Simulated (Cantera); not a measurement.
Charge: 1 mol Si2Cl6, 2.4 mol HCl, 15 mol H2, at 13.5 Torr.

These are equilibrium values from Cantera (NASA tables, ideal gas, pure condensed phases), not measurements of a reactor. Candidate condensed phases: Si; 19 gas species. The feed counts by its element totals alone. The tables' values for SiCl3 are old estimates; treat these amounts as uncertain. Equilibrium is a limit: real reactors are often held back by kinetics, nucleation or transport. All values below are at 1050 K.

Base state: H2 0.843, SiCl4 0.0850, HCl 0.0484, SiHCl3 0.0154, SiCl3 0.00400, SiCl2 0.00341, SiH2Cl2 0.000317 (mole fractions); condensed: gas only.

### Question
What changes in the equilibrium state with this change: H2 from 15 to 380 mol?

### Answer
```tsv
species	before	after
H2	0.843	0.983
HCl	0.0484	0.0151
SiCl4	0.0850	0.000891
SiHCl3	0.0154	0.000604
SiCl3	0.00400	0.000146
SiCl2	0.00341	0.000431
SiH2Cl2	0.000317	4.66e-5
Si(s), mol	0	1.18
```
